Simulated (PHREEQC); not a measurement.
A made-up water analysis in mmol/kgw, 25 °C, pH 6.38:

```
constituent           mmol/kgw
--------------------  --------
Na                         100
K                         14.5
Ca                        1.27
Mg                        16.7
Cl                         142
S(6)                     0.382
Alkalinity (meq/kgw)     0.376
```

Cl is adjusted to close the charge balance.
Valence states are taken as typed.

The numbers come from PHREEQC with the Pitzer model, pitzer.dat.

```yaml
ionic_strength: 0.169 mol/kgw
specific_conductance: 15200 µS/cm
density: 1.003 g/cm³
osmotic_coefficient: 0.913
```

```json
[
 {"species": "Cl-", "molality": "0.149", "activity": "0.109", "log γ": "-0.137"},
 {"species": "Na+", "molality": "0.100", "activity": "0.0761", "log γ": "-0.119"},
 {"species": "Mg+2", "molality": "0.0167", "activity": "0.00563", "log γ": "-0.472"},
 {"species": "K+", "molality": "0.0145", "activity": "0.0108", "log γ": "-0.129"},
 {"species": "Ca+2", "molality": "0.00127", "activity": "0.000411", "log γ": "-0.490"},
 {"species": "SO4-2", "molality": "0.000382", "activity": "8.15e-5", "log γ": "-0.671"},
 {"species": "HCO3-", "molality": "0.000376", "activity": "0.000293", "log γ": "-0.107"},
 {"species": "CO2", "molality": "0.000264", "activity": "0.000270", "log γ": "0.010"},
 {"species": "H+", "molality": "5.26e-7", "activity": "4.17e-7", "log γ": "-0.101"},
 {"species": "MgCO3", "molality": "1.54e-7", "activity": "1.54e-7", "log γ": "0.000"},
 {"species": "CO3-2", "molality": "1.42e-7", "activity": "3.22e-8", "log γ": "-0.645"},
 {"species": "OH-", "molality": "3.52e-8", "activity": "2.42e-8", "log γ": "-0.163"},
 {"species": "MgOH+", "molality": "2.27e-8", "activity": "2.09e-8", "log γ": "-0.037"},
 {"species": "HSO4-", "molality": "4.39e-9", "activity": "3.24e-9", "log γ": "-0.132"}
]
```

Precipitation was switched off in this run. Complexes and solids missing from the database can't appear.
